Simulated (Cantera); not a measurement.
Input (Python, Cantera) and output of one run.

```python
import numpy as np
import cantera as ct

gas_names = """
    H HO2 H2 H2O H2O2 Mg MgH MgO MgOH MgO2H2 Mg2 O OH O2 O3
""".split()
cond_names = """
    H2O(s) H2O(L) Mg(cr) Mg(L) MgO(s) MgO(L) MgO2H2(s)
""".split()


def load(file, names, dense=False):
    # The tables refer to 1 bar. Condensed volumes are neglected.
    table = {s.name: s for s in ct.Species.list_from_file(file)}
    out = []
    for n in names:
        d = dict(table[n].input_data)
        d["thermo"] = dict(d["thermo"], **{"reference-pressure": 1e5})
        if dense:
            d["equation-of-state"] = {"model": "constant-volume", "density": "1e6 g/cm^3"}
        out.append(ct.Species.from_dict(d))
    return out


gas = ct.Solution(thermo="ideal-gas", species=load("nasa_gas.yaml", gas_names))
cond = {s.name: ct.Solution(thermo="fixed-stoichiometry", species=[s], name=s.name)
        for s in load("nasa_condensed.yaml", cond_names, dense=True)}
atoms = {
    'MgO': {'Mg': 1, 'O': 1},
    'H2': {'H': 2},
}
top_T = {}  # K; cautious upper limits of use, not melting points


def equilibrate(T, P, feed):
    n = {}
    for name, mol in feed.items():
        for a, k in atoms[name].items():
            n[a] = n.get(a, 0.0) + k * mol
    gas.TPX = T, P, n
    mass = sum(n.values()) * gas.mean_molecular_weight
    gas.equilibrate("TP")
    valid = [c for c in cond.values() if c.min_temp <= T <= top_T.get(c.name, c.max_temp)]
    mix = ct.Mixture([(gas, mass / gas.mean_molecular_weight)] + [(c, 0.0) for c in valid])
    mix.T, mix.P = T, P
    mix.equilibrate("TP", solver="vcs", rtol=1e-11, max_steps=5000)
    return mix


results = []
feed = {'MgO': 1, 'H2': 0.11}  # mol
T = 2450  # K
for P in [1, 7.2, 52, 370, 2700, 19000, 140000, 1000000]:
    mix = equilibrate(T, P, feed)
    results.append((T, P, feed, dict(zip(mix.species_names, mix.species_moles))))

top = {s: max(r[3][s] / sum(r[3][g] for g in gas_names) for r in results) for s in gas_names}
cols = sorted((s for s in top if top[s] > 1e-05), key=lambda s: -top[s])[:8]
seen = [c for c in cond_names if any(r[3].get(c, 0) > 1e-12 for r in results)]
print("log10 of partial pressures in bar; condensed amounts in mol")
print(f"{'P/Pa':>10s}" + "".join(f"{s[:9]:>10s}" for s in cols + seen))
for T, P, feed, n in results:
    ng = sum(n[g] for g in gas_names)
    print(f"{P:10.4g}" + "".join(f"{np.log10(max(n[s] / ng * P / 1e5, 1e-99)):10.3f}" for s in cols)
          + "".join(f"{n.get(c, 0):10.4g}" for c in seen))
```

Output:

```
log10 of partial pressures in bar; condensed amounts in mol
      P/Pa        H2        Mg         O       H2O        O2         H        OH       MgO    MgO(s)
         1    -8.618    -5.340    -5.369    -9.706    -6.843    -6.006    -7.803    -8.432         0
       7.2    -6.947    -4.457    -4.608    -7.274    -5.321    -5.171    -6.207    -6.789         0
        52    -5.557    -3.554    -3.996    -5.272    -4.096    -4.475    -4.899    -5.273         0
       370    -3.315    -2.852    -3.984    -3.018    -4.072    -3.355    -3.766    -4.559    0.9092
      2700    -1.902    -2.220    -4.616    -2.237    -5.336    -2.648    -3.692    -4.559    0.9654
   1.9e+04    -0.848    -1.701    -5.136    -1.702    -6.375    -2.121    -3.685    -4.559    0.9864
   1.4e+05     0.099    -1.232    -5.605    -1.224    -7.313    -1.647    -3.680    -4.559    0.9949
     1e+06     0.982    -0.799    -6.037    -0.774    -8.179    -1.206    -3.671    -4.559    0.9981
```

Equilibrium computed with Cantera from the NASA thermochemical tables; the gas is ideal and each condensed phase is pure. The tables' values for MgH are old estimates; treat these amounts as uncertain.
